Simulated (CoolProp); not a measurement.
Vapour-liquid equilibrium of n-pentane (1) + toluene (2) at 337.4 K; x and y are mole fractions of (1).

Computed with CoolProp (multi-fluid Helmholtz-energy mixture model, Thol 2019 and Lemmon 2006; pair parameters Bell 2016).

Q: Give the bubble pressure and the first vapour's composition at x = 0.65, 0.8, 0.875. Is there an azeotrope?

A: x = 0.65: 0.1728 MPa, y = 0.941; x = 0.8: 0.2010 MPa, y = 0.967; x = 0.875: 0.2157 MPa, y = 0.980. No azeotrope shows between x = 0.05 and 0.95.

Pair parameters are fitted to limited data, so mixtures are less certain than the pure fluids.
